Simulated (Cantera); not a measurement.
Charge: 1 mol FeS₂, 3.4 mol H₂, a varied amount of N₂, equilibrated at 1475 K and 1280 Torr.

Equilibrium computed with Cantera from the NASA thermochemical tables; the gas is ideal and each condensed phase is pure. Candidate condensed phases: Fe, FeS, FeS₂, S; 16 gas species. FeS: taken at fixed stoichiometry. Equilibrium is a limit: real reactors are often held back by kinetics, nucleation or transport.

x: gas mole fraction; n: condensed amount in mol.

```json
[
 {"n(N₂) (mol)": "6.8", "x N₂": "0.663", "x H₂": "0.243", "x H₂S": "0.0880", "x S₂": "0.00455", "x SH": "0.000487", "x NH₃": "1.11e-5", "n FeS(l)": "1.00"},
 {"n(N₂) (mol)": "9.9", "x N₂": "(withheld)", "x H₂": "(withheld)", "x H₂S": "(withheld)", "x S₂": "0.00426", "x SH": "(withheld)", "x NH₃": "(withheld)", "n FeS(l)": "1.00"},
 {"n(N₂) (mol)": "14", "x N₂": "0.801", "x H₂": "0.145", "x H₂S": "0.0490", "x S₂": "0.00395", "x SH": "0.000351", "x NH₃": "5.64e-6", "n FeS(l)": "1.00"},
 {"n(N₂) (mol)": "21", "x N₂": "0.857", "x H₂": "(withheld)", "x H₂S": "(withheld)", "x S₂": "(withheld)", "x SH": "(withheld)", "x NH₃": "(withheld)", "n FeS(l)": "1.00"},
 {"n(N₂) (mol)": "30", "x N₂": "0.895", "x H₂": "0.0780", "x H₂S": "0.0234", "x S₂": "0.00313", "x SH": "0.000229", "x NH₃": "2.34e-6", "n FeS(l)": "1.00"},
 {"n(N₂) (mol)": "44", "x N₂": "0.926", "x H₂": "0.0559", "x H₂S": "0.0155", "x S₂": "0.00268", "x SH": "0.000179", "x NH₃": "1.45e-6", "n FeS(l)": "1.00"},
 {"n(N₂) (mol)": "63", "x N₂": "0.947", "x H₂": "0.0407", "x H₂S": "0.0104", "x S₂": "0.00226", "x SH": "0.000140", "x NH₃": "9.06e-7", "n FeS(l)": "1.00"}
]
```

Q: Fill in the missing entries.

A: 
- 21, x H₂: 0.105
- 21, x H₂S: 0.0335
- 21, x S₂: 0.00353
- 21, x SH: 0.000282
- 21, x NH₃: 3.59e-6
- 9.9, x N₂: 0.741
- 9.9, x H₂: 0.188
- 9.9, x H₂S: 0.0659
- 9.9, x SH: 0.000415
- 9.9, x NH₃: 8.00e-6
